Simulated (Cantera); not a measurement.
Feed: 1 mol CCl4, a varied amount of H2, equilibrated at 1373.15 K and 0.230 bar.

Method: chemical equilibrium by Gibbs-energy minimisation in Cantera with the NASA 1993 tables (ideal gas, pure condensed phases). Candidate condensed phases: C, C6H6, C7H8, C8H18; 91 gas species. Rates play no part.

log p: log10 of the partial pressure in bar; n: condensed amount in mol.

```json
[
 {"n(H2) (mol)": "0.45", "log p HCl": "-1.08", "log p Cl2": "-0.86", "log p Cl": "-2.07", "log p CCl4": "(withheld)", "n C(graphite)": "1.000"},
 {"n(H2) (mol)": "0.51", "log p HCl": "-1.04", "log p Cl2": "-0.89", "log p Cl": "-2.08", "log p CCl4": "-5.19", "n C(graphite)": "1.000"},
 {"n(H2) (mol)": "0.57", "log p HCl": "-1.00", "log p Cl2": "-0.91", "log p Cl": "-2.10", "log p CCl4": "-5.24", "n C(graphite)": "1.000"},
 {"n(H2) (mol)": "0.65", "log p HCl": "-0.95", "log p Cl2": "-0.95", "log p Cl": "-2.11", "log p CCl4": "(withheld)", "n C(graphite)": "1.000"},
 {"n(H2) (mol)": "0.73", "log p HCl": "-0.92", "log p Cl2": "-0.99", "log p Cl": "-2.13", "log p CCl4": "(withheld)", "n C(graphite)": "1.000"},
 {"n(H2) (mol)": "0.82", "log p HCl": "-0.88", "log p Cl2": "-1.04", "log p Cl": "-2.16", "log p CCl4": "(withheld)", "n C(graphite)": "1.000"},
 {"n(H2) (mol)": "0.92", "log p HCl": "-0.85", "log p Cl2": "-1.09", "log p Cl": "-2.18", "log p CCl4": "(withheld)", "n C(graphite)": "1.000"},
 {"n(H2) (mol)": "1", "log p HCl": "-0.82", "log p Cl2": "-1.14", "log p Cl": "-2.21", "log p CCl4": "(withheld)", "n C(graphite)": "1.000"},
 {"n(H2) (mol)": "1.2", "log p HCl": "-0.77", "log p Cl2": "-1.27", "log p Cl": "-2.27", "log p CCl4": "(withheld)", "n C(graphite)": "1.000"},
 {"n(H2) (mol)": "1.3", "log p HCl": "-0.75", "log p Cl2": "-1.34", "log p Cl": "-2.31", "log p CCl4": "(withheld)", "n C(graphite)": "1.000"},
 {"n(H2) (mol)": "1.5", "log p HCl": "-0.71", "log p Cl2": "-1.51", "log p Cl": "-2.40", "log p CCl4": "(withheld)", "n C(graphite)": "1.000"},
 {"n(H2) (mol)": "1.7", "log p HCl": "-0.68", "log p Cl2": "-1.77", "log p Cl": "-2.52", "log p CCl4": "(withheld)", "n C(graphite)": "1.000"},
 {"n(H2) (mol)": "1.9", "log p HCl": "-0.65", "log p Cl2": "-2.30", "log p Cl": "-2.79", "log p CCl4": "(withheld)", "n C(graphite)": "1.000"}
]
```

Task: Fill in the missing entries.

Result: 
- 0.45, log p CCl4: -5.13
- 0.65, log p CCl4: -5.32
- 0.73, log p CCl4: -5.40
- 0.82, log p CCl4: -5.49
- 0.92, log p CCl4: -5.60
- 1, log p CCl4: -5.69
- 1.2, log p CCl4: -5.95
- 1.3, log p CCl4: -6.09
- 1.5, log p CCl4: -6.44
- 1.7, log p CCl4: -6.95
- 1.9, log p CCl4: -8.01
